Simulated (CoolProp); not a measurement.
Neopentane along the isotherm 3.95 °C: density (kg/m³) from the reference equation and from simpler models built on Tc = 160.6 °C, pc = 3.196 MPa, ω = 0.196; each cubic takes its own stable root.

Model: reference Helmholtz-energy equation of state, Lemmon 2006, in CoolProp. It is a short technical equation, of lower accuracy than the large ones.

| p (MPa) | phase | reference |
|---|---|---|
| 1.45 | liquid | 609.0 |
| 2.91 | liquid | 611.0 |
| 4.36 | liquid | 613.0 |
| 5.81 | liquid | 614.9 |
| 7.26 | liquid | 616.7 |
| 8.72 | liquid | 618.5 |
| 10.2 | liquid | 620.3 |
| 11.6 | liquid | 622.0 |
| 13.1 | liquid | 623.7 |
| 14.5 | liquid | 625.2 |
| 16 | liquid | 626.9 |

Problem. How far does each simpler model (van der Waals, Redlich-Kwong) lie from the reference over these 11 states: mean and median of the absolute difference, and the worst?

Solution. 
- van der Waals: mean 34.5 %, median 34.3 %, worst -36.4 % at 3.95 °C and 1.45 MPa
- Redlich-Kwong: mean 6.0 %, median 5.9 %, worst -7.2 % at 3.95 °C and 1.45 MPa
